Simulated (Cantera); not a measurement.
An isothermal, constant-pressure homogeneous reactor starts with CH₃OH : O₂ : N₂ : CH₄ = 0.0037 : 0.0045 : 1 : 0.0069 (molar parts), equivalence ratio 4.3, at 1125 K and 7.90 bar.

Computed with Cantera and GRI-Mech 3.0 (53 species, 325 reactions). GRI-Mech 3.0 was tuned for natural gas; its chemistry of methanol as a main component is partial and can be far from experiment.

x: mole fraction; the columns are a selection and need not sum to one.

```tsv
t (s)	x CH₃OH	x O₂	x NO	x CH₂CO	x HCN	x HCO
1.00e-6	0.00364	0.00443	<1e-12	<1e-12	<1e-12	<1e-12
4.96e-6	0.00364	0.00443	<1e-12	<1e-12	<1e-12	<1e-12
2.46e-5	0.00364	0.00443	<1e-12	<1e-12	<1e-12	<1e-12
0.000122	0.00364	0.00443	<1e-12	<1e-12	<1e-12	<1e-12
0.000605	0.00364	0.00443	<1e-12	<1e-12	<1e-12	<1e-12
0.00300	0.00364	0.00443	<1e-12	<1e-12	<1e-12	<1e-12
0.0149	0.00106	0.00251	4.26e-12	2.24e-7	6.70e-12	1.31e-7
0.0738	…	…	1.37e-11	…	1.28e-11	4.00e-10
0.366	5.84e-7	0.000583	2.38e-11	5.74e-6	1.31e-11	6.61e-11
1.81	8.01e-8	0.000134	3.67e-11	4.01e-6	1.40e-11	8.99e-12
9.00	1.26e-8	1.73e-5	2.54e-11	7.46e-7	1.48e-11	1.44e-12
```

Task: Complete the blanks.

Result: 
- 0.0738, x CH₃OH: 2.06e-5
- 0.0738, x O₂: 0.00108
- 0.0738, x CH₂CO: 2.63e-6
